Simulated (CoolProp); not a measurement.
A simple Rankine cycle with water: condensing at 290.15 K, boiler at 3.65 MPa, turbine inlet 558.1 K, turbine efficiency 0.75, pump efficiency 0.8, no recuperator. Each further row changes one setting.

Computed with CoolProp (reference Helmholtz-energy equation of state, Wagner 2002).

```csv
case,thermal efficiency (%),net work (kJ/kg),heat in (kJ/kg),turbine exit temperature (K),volume ratio over the turbine
as stated,28.5,814,2860,290.1,914
turbine inlet 578.1 K,28.7,835,2910,290.1,880
condensing temperature 282.15 K,29.5,851,2890,282.2,1490
boiler pressure 2.55 MPa,27.5,797,2900,290.1,630
turbine efficiency 0.65,24.7,705,2860,290.1,962
```

The expansion ends wet for: as stated; turbine inlet 578.1 K; condensing temperature 282.15 K; boiler pressure 2.55 MPa; turbine efficiency 0.65.
